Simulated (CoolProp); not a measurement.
Properties of cis-2-butene along the isotherm 88.45 °C.

The numbers come from the reference Helmholtz-energy equation of state, Lemmon 2005 in CoolProp. It is a short technical equation, of lower accuracy than the large ones.

| p (MPa) | phase | cp (kJ/(kg K)) | cv (kJ/(kg K)) | speed of sound (m/s) | Joule-Thomson coefficient (K/MPa) | fugacity coefficient |
|---|---|---|---|---|---|---|
| 0.193 | gas | 1.724 | 1.553 | 236.5 | 16.64 | 0.9708 |
| 0.385 | gas | 1.771 | 1.573 | 230.1 | 17.31 | 0.9419 |
| 0.578 | gas | 1.828 | 1.594 | 223.2 | 18.12 | 0.9129 |
| 0.77 | gas | 1.900 | 1.619 | 215.6 | 19.11 | 0.8839 |
| 0.963 | gas | 1.996 | 1.649 | 207.2 | 20.36 | 0.8547 |
| 1.16 | liquid | 2.654 | 1.718 | 628.7 | 0.1068 | (withheld) |
| 1.35 | liquid | (withheld) | 1.717 | 632.6 | 0.09828 | 0.6938 |
| 1.54 | liquid | 2.641 | 1.717 | 636.4 | (withheld) | 0.6123 |
| 1.73 | liquid | 2.635 | 1.717 | 640.2 | 0.08202 | (withheld) |
| 1.93 | liquid | 2.629 | 1.717 | 644.1 | 0.07384 | 0.4953 |
| 2.12 | liquid | 2.623 | (withheld) | 647.8 | 0.06629 | 0.4539 |

Question: Some entries are withheld; supply them.

Answer: 
- 1.16, fugacity coefficient: 0.8021
- 1.35, cp (kJ/(kg K)): 2.647
- 1.54, Joule-Thomson coefficient (K/MPa): 0.09003
- 1.73, fugacity coefficient: 0.5487
- 2.12, cv (kJ/(kg K)): 1.716
